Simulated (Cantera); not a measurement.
## SiHCl3 + NH3 + N2 (silicon nitride deposition)

Input: 1 mol SiHCl3, a varied amount of NH3, 3.1 mol N2, equilibrated at 1525 K and 1.90 mbar.

Method: chemical equilibrium by Gibbs-energy minimisation in Cantera with the NASA 1993 tables (ideal gas, pure condensed phases). Candidate condensed phases: NH4Cl, Si, Si3N4; 28 gas species. The tables' values for SiCl3, SiCl are old estimates; treat these amounts as uncertain. Equilibrium is a limit: real reactors are often held back by kinetics, nucleation or transport.

From 0.87 mol NH3 to 47 mol NH3 the condensed part is Si3N4(s). The main Si-bearing gas is SiCl2 throughout. The share of Si in condensed phases is highest at 47 mol NH3 (89.4 %) and lowest at 0.87 mol NH3 (15.0 %).

| n(NH3) (mol) | x H2 | x N2 | x HCl | x SiCl2 | x SiCl3 | x SiCl4 | n Si3N4(s) |
|---|---|---|---|---|---|---|---|
| 0.87 | 0.175 | 0.511 | 0.187 | 0.121 | 0.00501 | 0.000617 | 0.0501 |
| 1.7 | 0.274 | 0.453 | 0.186 | 0.0828 | 0.00273 | 0.000268 | 0.0958 |
| 3.3 | 0.396 | 0.391 | 0.163 | 0.0482 | 0.00115 | 8.21e-5 | 0.145 |
| 6.4 | 0.515 | 0.338 | 0.123 | 0.0234 | 0.000373 | 1.76e-5 | 0.194 |
| 12 | 0.604 | 0.301 | 0.0842 | 0.0101 | 0.000101 | 3.02e-6 | 0.236 |
| 24 | 0.669 | 0.277 | 0.0502 | 0.00341 | 1.94e-5 | 3.28e-7 | 0.273 |
| 47 | 0.706 | 0.264 | 0.0283 | 0.00106 | 3.32e-6 | 3.08e-8 | 0.298 |
x: gas mole fraction; n: condensed amount in mol.
